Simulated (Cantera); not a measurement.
An adiabatic, constant-pressure homogeneous reactor starts with H2 : O2 : N2 = 1 : 1 : 3.76 (molar parts), equivalence ratio 0.50, at 1525 K and 0.987 atm. Integrator tolerance rtol = 1e-08.

Detailed kinetics in Cantera: the H2/O2 subset of GRI-Mech 3.0, which has no nitrogen chemistry.

What does this change do: initial temperature 1525 to 1073 K?


```tsv
quantity	before	after
time of steepest temperature rise	13.2 µs	0.116 ms
temperature at 3.00 s	2568 K	2270 K
equilibrium temperature	2568 K	2270 K
x(H2) at 3.00 s	0.00477 (gas-phase equilibrium 0.00477)	0.00106 (gas-phase equilibrium 0.00106)
x(O2) at 3.00 s	0.0891 (gas-phase equilibrium 0.0891)	0.0929 (gas-phase equilibrium 0.0929)
x(HO2) at 3.00 s	1.17e-5 (gas-phase equilibrium 1.17e-5)	5.46e-6 (gas-phase equilibrium 5.46e-6)
x(H) at 3.00 s	0.00234 (gas-phase equilibrium 0.00234)	0.000272 (gas-phase equilibrium 0.000272)
x(H2O) at 3.00 s	0.172 (gas-phase equilibrium 0.172)	0.185 (gas-phase equilibrium 0.185)
x(H2O2) at 3.00 s	4.18e-7 (gas-phase equilibrium 4.18e-7)	2.31e-7 (gas-phase equilibrium 2.31e-7)
```
